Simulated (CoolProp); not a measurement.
Vapour-liquid equilibrium of propane (1) + R114 (2) at 316.8 K; x and y are mole fractions of (1).

Computed with CoolProp (multi-fluid Helmholtz-energy mixture model, Lemmon 2009 and Platzer 1990; pair parameters Bell 2016). This equation is an older, rougher fit; its heat capacities, sound speeds and derivatives of the liquid may be far off and weren't checked against measurements.

```csv
x,bubble pressure (MPa),y at the bubble point,dew pressure at overall composition x (MPa),liquid density (mol/L)
0.05,0.4474,0.184,0.3927,8.251
0.2,0.6443,0.488,___,___
0.35,0.8182,0.645,0.5386,8.817
0.5,0.9770,___,0.6556,9.130
0.65,1.128,___,0.8245,9.473
0.8,1.279,0.905,1.067,9.856
0.95,1.435,0.976,___,10.29
```

**Question.** Fill in the missing entries.

**Answer.** 
- 0.2, dew pressure at overall composition x (MPa): 0.4549
- 0.2, liquid density (mol/L): 8.525
- 0.5, y at the bubble point: 0.750
- 0.65, y at the bubble point: 0.832
- 0.95, dew pressure at overall composition x (MPa): 1.378

No azeotrope shows between x = 0.05 and 0.95.

The pair parameters rest on a limited set of measurements; away from them the model extrapolates.
